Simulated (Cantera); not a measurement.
A Cantera script and its output.

```python
import numpy as np
import cantera as ct

gas = ct.Solution("gri30.yaml")
gas.TPX = 1450, 320000, {'CO': 0.0084, 'O2': 0.053, 'H2O': 0.0035, 'N2': 1}
inlet = ct.Reservoir(gas, clone=True)

reactor = ct.IdealGasConstPressureReactor(gas, energy="off", clone=False)
exhaust = ct.Reservoir(gas, clone=True)
tau = [5.1, 1.5, 0.42, 0.12, 0.035, 0.01, 0.0029, 0.00083, 0.00024][0]
for a, b in ((inlet, reactor), (reactor, exhaust)):
    ct.MassFlowController(a, b, mdot=lambda t: reactor.mass / tau)
net = ct.ReactorNet([reactor])
show = ['CO', 'O2', 'H2O', 'NO', 'H', 'H2O2', 'N2O']

rows = []
print(f"{'tau/s':>10s}{'T/K':>9s}" + "".join(f"{s:>11s}" for s in show))
for tau in [5.1, 1.5, 0.42, 0.12, 0.035, 0.01, 0.0029, 0.00083, 0.00024]:
    net.initial_time = 0.0
    net.advance(30 * tau)
    before = gas.X
    net.advance(40 * tau)
    drift = np.max(np.abs(gas.X - before) / (gas.X + 1e-9))
    rows.append([gas.T, *gas[show].X, drift])
    print(f"{tau:10.3e}{gas.T:9.1f}" + "".join(f"{x:11.3e}" for x in gas[show].X))
```

It prints:

```
     tau/s      T/K         CO         O2        H2O         NO          H       H2O2        N2O
 5.100e+00   1450.0  1.381e-05  4.601e-02  3.293e-03  2.105e-06  1.056e-08  1.297e-09  4.148e-07
 1.500e+00   1450.0  3.292e-05  4.601e-02  3.291e-03  2.398e-06  3.165e-08  2.544e-09  8.072e-07
 4.200e-01   1450.0  8.051e-05  4.603e-02  3.286e-03  2.752e-06  1.022e-07  5.147e-09  1.525e-06
 1.200e-01   1450.0  1.922e-04  4.608e-02  3.280e-03  2.836e-06  3.285e-07  1.022e-08  2.464e-06
 3.500e-02   1450.0  4.452e-04  4.618e-02  3.270e-03  2.377e-06  1.030e-06  1.965e-08  3.141e-06
 1.000e-02   1450.0  1.011e-03  4.642e-02  3.255e-03  1.549e-06  3.161e-06  3.651e-08  3.128e-06
 2.900e-03   1450.0  2.127e-03  4.691e-02  3.232e-03  8.063e-07  8.570e-06  6.130e-08  2.533e-06
 8.300e-04   1450.0  3.988e-03  4.773e-02  3.206e-03  3.140e-07  1.825e-05  8.680e-08  1.650e-06
 2.400e-04   1450.0  6.148e-03  4.874e-02  3.200e-03  6.493e-08  2.240e-05  8.755e-08  7.155e-07
```

Detailed kinetics in Cantera: GRI-Mech 3.0 (53 species, 325 reactions).
